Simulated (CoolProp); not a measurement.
Properties of o-xylene along the isobar 0.101 MPa (Tc = 630.3 K, pc = 3.737 MPa, ω = 0.312).

Model: reference Helmholtz-energy equation of state, Zhou 2012, in CoolProp.

```tsv
T (K)	phase	density (kg/m³)	isothermal compressibility (1/MPa)	expansivity (1/kK)
331.6	liquid	847.6	0.001012	1.016
372.8	liquid	811.3	0.001379	1.112
414	liquid	772.9	0.001967	1.253
455.2	gas	2.930	10.25	2.504
496.4	gas	2.660	10.14	2.199
537.6	gas	2.441	10.08	1.978
578.8	gas	2.259	10.04	1.808
620	gas	2.103	10.01	1.670
```
